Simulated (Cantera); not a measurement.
Mixture: CO : H2 : O2 : N2 = 1 : 0.69 : 0.768 : 2.89 (molar parts), at 20.0 bar, adiabatic and at constant pressure. Ignition delay is the time to a rise of 400 K.

Computed with Cantera and GRI-Mech 3.0 (53 species, 325 reactions). The hydrogen kinetics of GRI-Mech 3.0 are dated; newer H2 mechanisms differ, most at raised pressure. The pressure lies above the range GRI-Mech 3.0 was tuned for (to about 10 atm). Where the delays flatten at high temperature, the 400 K rule measures the pace of heat release, not the induction time.

### Question
Predict: delay at 1150 K; delay at 1350 K; delay at 1550 K; delay at 1750 K.

### Answer
* **delay at 1150 K**: 0.140 ms
* **delay at 1350 K**: 3.72 µs
* **delay at 1550 K**: 0.935 µs
* **delay at 1750 K**: 0.521 µs
